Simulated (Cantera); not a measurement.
Input: 1 mol B2O3, 0.19 mol O2, 16 mol N2, at 100000 Pa.

These are equilibrium values from Cantera (NASA tables, ideal gas, pure condensed phases), not measurements of a reactor. Candidate condensed phases: B, BN, B2O3; 17 gas species. Equilibrium is a limit: real reactors are often held back by kinetics, nucleation or transport.

x: gas mole fraction; n: condensed amount in mol.

```tsv
T (K)	x N2	x B2O3	x O2	x BO2	n B2O3(l)
1000	0.988	3.35e-12	0.0117	6.19e-12	1.00
1075	0.988	9.36e-11	0.0117	1.02e-10	1.00
1150	0.988	1.66e-9	0.0117	1.15e-9	1.00
1225	0.988	2.05e-8	0.0117	9.62e-9	1.00
1300	0.988	___	0.0117	___	1.000
1375	0.988	___	0.0117	___	1.000
1450	0.988	7.51e-6	0.0116	1.45e-6	1.000
1525	0.988	3.59e-5	0.0116	5.51e-6	0.999
1600	0.988	0.000147	0.0115	1.84e-5	0.997
1675	0.987	0.000525	0.0114	5.48e-5	0.991
1750	0.986	0.00167	0.0112	0.000148	0.972
1825	0.983	0.00483	0.0110	0.000367	0.918
1900	0.974	0.0127	0.0106	0.000843	0.784
1975	0.955	0.0311	0.0100	0.00180	0.465
```

Problem. Some entries are withheld; supply them.

Solution. 
- 1300, x B2O3: 1.86e-7
- 1300, x BO2: 6.25e-8
- 1375, x B2O3: 1.32e-6
- 1375, x BO2: 3.29e-7
